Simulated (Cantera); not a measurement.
**Thermodynamics of silicon epitaxy and polysilicon growth, feed Si2H6 + HCl + H2**

A closed system holds: 1 mol Si2H6, 3.5 mol HCl, 220 mol H2, held at 1573 K and 90.0 Torr.

Equilibrium computed with Cantera from the NASA thermochemical tables; the gas is ideal and each condensed phase is pure. Candidate condensed phases: Si; 19 gas species. The feed counts by its element totals alone. Kinetics and transport are ignored.

```json
{
  "x(H2)": "0.985",
  "x(HCl)": "0.0141",
  "x(SiCl2)": "0.000680",
  "x(H)": "0.000116",
  "x(SiCl3)": "5.32e-6",
  "x(SiH2)": "3.62e-6",
  "x(SiH2Cl2)": "1.55e-6",
  "x(Cl)": "1.32e-6",
  "x(SiHCl3)": "1.02e-6",
  "n(Si(s))": "1.84 mol",
  "gas_amount": "226.5 mol"
}
```
